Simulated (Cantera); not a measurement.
A Cantera script and what it prints.

```python
import numpy as np
import cantera as ct

gas_names = """
    N NO NO2 NO3 N2 N2O O O2 O3 Si SiN SiO SiO2 Si2 Si2N Si3
""".split()
cond_names = """
    Si(cr) Si(L) SiO2(Lqz) SiO2(hqz) SiO2(L) Si2N2O(s) Si3N4(a)
""".split()


def load(file, names, dense=False):
    # The tables refer to 1 bar. Condensed volumes are neglected.
    table = {s.name: s for s in ct.Species.list_from_file(file)}
    out = []
    for n in names:
        d = dict(table[n].input_data)
        d["thermo"] = dict(d["thermo"], **{"reference-pressure": 1e5})
        if dense:
            d["equation-of-state"] = {"model": "constant-volume", "density": "1e6 g/cm^3"}
        out.append(ct.Species.from_dict(d))
    return out


gas = ct.Solution(thermo="ideal-gas", species=load("nasa_gas.yaml", gas_names))
cond = {s.name: ct.Solution(thermo="fixed-stoichiometry", species=[s], name=s.name)
        for s in load("nasa_condensed.yaml", cond_names, dense=True)}
atoms = {
    'Si': {'Si': 1},
    'N2O': {'N': 2, 'O': 1},
    'N2': {'N': 2},
}
top_T = {'Si2N2O(s)': 2100, 'Si3N4(a)': 2400}  # K; cautious upper limits of use, not melting points


def equilibrate(T, P, feed):
    n = {}
    for name, mol in feed.items():
        for a, k in atoms[name].items():
            n[a] = n.get(a, 0.0) + k * mol
    gas.TPX = T, P, n
    mass = sum(n.values()) * gas.mean_molecular_weight
    gas.equilibrate("TP")
    valid = [c for c in cond.values() if c.min_temp <= T <= top_T.get(c.name, c.max_temp)]
    mix = ct.Mixture([(gas, mass / gas.mean_molecular_weight)] + [(c, 0.0) for c in valid])
    mix.T, mix.P = T, P
    mix.equilibrate("TP", solver="vcs", rtol=1e-11, max_steps=5000)
    return mix


results = []
feed = {'Si': 1, 'N2O': 0.03, 'N2': 44}  # mol
T = 1625  # K
P = 2000  # Pa
mix = equilibrate(T, P, feed)
results.append((T, P, feed, dict(zip(mix.species_names, mix.species_moles))))
x = sorted(zip(gas.X, gas.species_names), reverse=True)
print(f"T = {T:g} K  P = {P:g} Pa  gas = {mix.phase_moles(0):.4g} mol")
print("   x: " + "  ".join(f"{s} {v:.3e}" for v, s in x if v > 1e-05))
print("   condensed (mol): " + ("  ".join(f"{mix.phase(i).name} {mix.phase_moles(i):.4g}"
      for i in range(1, mix.n_phases) if mix.phase_moles(i) > 1e-12) or "none"))
```

Result:

```
T = 1625 K  P = 2000 Pa  gas = 43.39 mol
   x: N2 9.998e-01  SiO 2.017e-04
   condensed (mol): Si2N2O(s) 0.02125  Si3N4(a) 0.3162
```

Cantera equilibrium calculation (NASA polynomials, part measured and part estimated; ideal gas, pure solids and liquids). Mutual solubility and eutectic melting of coexisting phases are not modelled.
